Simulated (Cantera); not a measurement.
A Cantera script and its output.

```python
import numpy as np
import cantera as ct

gas = ct.Solution("gri30.yaml")
gas.TPX = 1650, 35000, {'C3H8': 1, 'O2': 5.15, 'N2': 29}
reactor = ct.IdealGasConstPressureReactor(gas, energy="on", clone=False)
net = ct.ReactorNet([reactor])
net.rtol, net.atol = 1e-08, 1e-16
show = ['C3H8', 'O2', 'H2O', 'HCN', 'C2H4', 'NO']
times = np.geomspace(7e-06, 5, 14)

steps = ct.SolutionArray(gas, extra=["t"])
rows = []
print(f"{'t/s':>10s}{'T/K':>9s}{'P/Pa':>11s}" + "".join(f"{s:>11s}" for s in show))
for t in times:
    while net.time < t:
        t_next = net.step()
        steps.append(gas.state, t=t_next)
    rows.append([np.interp(t, steps.t, y) for y in (steps.T, steps.P, *steps(*show).X.T)])
    print(f"{t:10.3e}{rows[-1][0]:9.1f}{rows[-1][1]:11.4g}" + "".join(f"{x:11.3e}" for x in rows[-1][2:]))
rate = np.gradient(steps.T, steps.t)
print("integrator steps:", len(steps.t))
if steps.T.max() > steps.T[0] + 200:
    print(f"time of steepest temperature rise: {steps.t[rate.argmax()]:.4e} s")
gas.TPX = 1650, 35000, {'C3H8': 1, 'O2': 5.15, 'N2': 29}
gas.equilibrate("HP")
print(f"equilibrium (HP): T = {gas.T:.1f} K  " + "  ".join(f"{s} {gas[s].X[0]:.3e}" for s in show))
```

Result:

```
       t/s      T/K       P/Pa       C3H8         O2        H2O        HCN       C2H4         NO
 7.000e-06   1633.9    3.5e+04  2.598e-02  1.457e-01  2.700e-04  5.496e-11  1.852e-03  2.430e-11
 1.974e-05   1618.8    3.5e+04  2.006e-02  1.426e-01  2.200e-03  2.218e-09  7.387e-03  7.113e-10
 5.568e-05   1746.8    3.5e+04  1.686e-03  1.134e-01  2.237e-02  1.739e-07  1.713e-02  5.313e-08
 1.570e-04   2258.4    3.5e+04  1.136e-47  2.828e-02  6.895e-02  5.435e-12  7.764e-26  4.508e-05
 4.429e-04   2326.3    3.5e+04  7.587e-48  2.700e-02  7.204e-02  7.146e-12  7.754e-26  1.486e-04
 1.249e-03   2447.0    3.5e+04  6.893e-48  2.474e-02  7.827e-02  1.861e-11  9.511e-26  5.500e-04
 3.523e-03   2572.4    3.5e+04  1.698e-47  2.138e-02  8.509e-02  8.513e-11  1.526e-25  2.051e-03
 9.935e-03   2599.8    3.5e+04  2.970e-47  1.928e-02  8.697e-02  1.956e-10  1.914e-25  5.326e-03
 2.802e-02   2596.7    3.5e+04  3.309e-47  1.834e-02  8.710e-02  2.570e-10  2.014e-25  7.720e-03
 7.903e-02   2596.5    3.5e+04  3.339e-47  1.826e-02  8.711e-02  2.623e-10  2.023e-25  7.926e-03
 2.229e-01   2596.5    3.5e+04  3.339e-47  1.826e-02  8.711e-02  2.623e-10  2.023e-25  7.926e-03
 6.286e-01   2596.5    3.5e+04  3.339e-47  1.826e-02  8.711e-02  2.623e-10  2.023e-25  7.926e-03
 1.773e+00   2596.5    3.5e+04  3.339e-47  1.826e-02  8.711e-02  2.623e-10  2.023e-25  7.926e-03
 5.000e+00   2596.5    3.5e+04  3.339e-47  1.826e-02  8.711e-02  2.623e-10  2.023e-25  7.926e-03
integrator steps: 1573
time of steepest temperature rise: 7.3749e-05 s
equilibrium (HP): T = 2596.5 K  C3H8 6.270e-47  O2 1.826e-02  H2O 8.711e-02  HCN 2.623e-10  C2H4 2.250e-25  NO 7.926e-03
```

Model: GRI-Mech 3.0 (53 species, 325 reactions), integrated in Cantera. GRI-Mech 3.0 was tuned for natural gas; its chemistry of propane as a main component is partial and can be far from experiment.
